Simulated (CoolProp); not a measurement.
Vapour-liquid equilibrium of R22 (1) + R114 (2) at 0.603 MPa; x and y are mole fractions of (1).

Values from CoolProp's multi-fluid Helmholtz-energy mixture model, Kamei 1995 and Platzer 1990; pair parameters Bell 2016. This equation is an older, rougher fit; its heat capacities, sound speeds and derivatives of the liquid may be far off and weren't checked against measurements.

```json
[
 {"x": "0.05", "bubble temperature (K)": "326.4", "y at the bubble point": "0.205", "dew temperature at overall composition x (K)": "332.8", "liquid density (mol/L)": "8.106"},
 {"x": "0.15", "bubble temperature (K)": "314.2", "y at the bubble point": "0.461", "dew temperature at overall composition x (K)": "328.7", "liquid density (mol/L)": "8.666"},
 {"x": "0.25", "bubble temperature (K)": "306.1", "y at the bubble point": "0.605", "dew temperature at overall composition x (K)": "324.4", "liquid density (mol/L)": "9.193"},
 {"x": "0.35", "bubble temperature (K)": "300.3", "y at the bubble point": "0.698", "dew temperature at overall composition x (K)": "319.8", "liquid density (mol/L)": "9.726"},
 {"x": "0.45", "bubble temperature (K)": "295.7", "y at the bubble point": "0.766", "dew temperature at overall composition x (K)": "314.8", "liquid density (mol/L)": "10.29"},
 {"x": "0.55", "bubble temperature (K)": "292.0", "y at the bubble point": "0.820", "dew temperature at overall composition x (K)": "309.4", "liquid density (mol/L)": "10.89"},
 {"x": "0.65", "bubble temperature (K)": "288.7", "y at the bubble point": "0.866", "dew temperature at overall composition x (K)": "303.4", "liquid density (mol/L)": "11.56"},
 {"x": "0.75", "bubble temperature (K)": "285.7", "y at the bubble point": "0.907", "dew temperature at overall composition x (K)": "296.8", "liquid density (mol/L)": "12.30"},
 {"x": "0.85", "bubble temperature (K)": "283.0", "y at the bubble point": "0.946", "dew temperature at overall composition x (K)": "289.8", "liquid density (mol/L)": "13.13"},
 {"x": "0.95", "bubble temperature (K)": "280.4", "y at the bubble point": "0.982", "dew temperature at overall composition x (K)": "282.7", "liquid density (mol/L)": "14.07"}
]
```

No azeotrope shows between x = 0.05 and 0.95.

The pair parameters rest on a limited set of measurements; away from them the model extrapolates.
